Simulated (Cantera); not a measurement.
Cantera run, input and output.

```python
import numpy as np
import cantera as ct

gas = ct.Solution("gri30.yaml")


def delay(T, t_max=10):
    gas.TPX = T, 270000, {'C3H8': 1, 'O2': 5.38, 'N2': 34.9}
    reactor = ct.IdealGasConstPressureReactor(gas, clone=False)
    net = ct.ReactorNet([reactor])
    net.rtol, net.atol = 1e-8, 1e-16
    while net.time < t_max:
        t_old, T_old = net.time, reactor.T
        net.step()
        if reactor.T > T + 400:  # ignition: a rise of 400 K
            return t_old + (T + 400 - T_old) / (reactor.T - T_old) * (net.time - t_old)
    return np.nan


taus = []
for T in [1125, 1225, 1325, 1425, 1525, 1625]:
    taus.append(delay(T))
    print(f"T0 = {T:6g} K   tau = {taus[-1]:.4e} s")
```

Output:

```
T0 =   1125 K   tau = 2.5295e-02 s
T0 =   1225 K   tau = 3.2426e-03 s
T0 =   1325 K   tau = 5.5964e-04 s
T0 =   1425 K   tau = 1.3664e-04 s
T0 =   1525 K   tau = 4.6139e-05 s
T0 =   1625 K   tau = 2.0414e-05 s
```

Cantera simulation using GRI-Mech 3.0 (53 species, 325 reactions); the numbers are that mechanism's predictions, not measurements. GRI-Mech 3.0 was tuned for natural gas; its chemistry of propane as a main component is partial and can be far from experiment.
